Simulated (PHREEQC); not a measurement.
1 g of hydrous ferric oxide (600 m²/g; 0.2 weak and 0.005 strong sites per Fe, Dzombak-Morel constants, diffuse double layer) in 1 kg of water with 0.3 mol/kgw of an inert sodium salt and 3.9e-06 mol/kgw NiCl2, at 25 °C; the pH is set by adding NaOH or the inert anion's acid. O2 is buffered at 0.21 atm. CO2 from the air is kept out. No solid was allowed to form.

Base run: PHREEQC, ion-association model, wateq4f.dat. Each further column changes one thing. The table gives surface charge σ (C/m²).

```json
[
 {"pH": "4", "base": "0.349", "background salt from 0.3 to 0.03 mol/kgw": "___", "oxide from 1 to 5 g/kgw": "0.349", "0.00045 mol/kgw PbCl2 added": "0.350"},
 {"pH": "4.75", "base": "0.296", "background salt from 0.3 to 0.03 mol/kgw": "0.185", "oxide from 1 to 5 g/kgw": "0.296", "0.00045 mol/kgw PbCl2 added": "___"},
 {"pH": "5.5", "base": "0.210", "background salt from 0.3 to 0.03 mol/kgw": "___", "oxide from 1 to 5 g/kgw": "0.211", "0.00045 mol/kgw PbCl2 added": "0.225"},
 {"pH": "6.25", "base": "0.129", "background salt from 0.3 to 0.03 mol/kgw": "___", "oxide from 1 to 5 g/kgw": "0.129", "0.00045 mol/kgw PbCl2 added": "0.151"},
 {"pH": "7", "base": "0.066", "background salt from 0.3 to 0.03 mol/kgw": "0.028", "oxide from 1 to 5 g/kgw": "0.066", "0.00045 mol/kgw PbCl2 added": "___"},
 {"pH": "7.75", "base": "0.020", "background salt from 0.3 to 0.03 mol/kgw": "0.008", "oxide from 1 to 5 g/kgw": "0.020", "0.00045 mol/kgw PbCl2 added": "0.043"},
 {"pH": "8.5", "base": "-0.021", "background salt from 0.3 to 0.03 mol/kgw": "-0.008", "oxide from 1 to 5 g/kgw": "-0.021", "0.00045 mol/kgw PbCl2 added": "0.003"},
 {"pH": "9.25", "base": "-0.068", "background salt from 0.3 to 0.03 mol/kgw": "-0.029", "oxide from 1 to 5 g/kgw": "-0.068", "0.00045 mol/kgw PbCl2 added": "-0.038"},
 {"pH": "10", "base": "-0.131", "background salt from 0.3 to 0.03 mol/kgw": "-0.062", "oxide from 1 to 5 g/kgw": "-0.132", "0.00045 mol/kgw PbCl2 added": "___"}
]
```

Question: What belongs in the gaps?

Answer: 
- 4, background salt from 0.3 to 0.03 mol/kgw: 0.272
- 4.75, 0.00045 mol/kgw PbCl2 added: 0.298
- 5.5, background salt from 0.3 to 0.03 mol/kgw: 0.111
- 6.25, background salt from 0.3 to 0.03 mol/kgw: 0.060
- 7, 0.00045 mol/kgw PbCl2 added: 0.091
- 10, 0.00045 mol/kgw PbCl2 added: -0.088
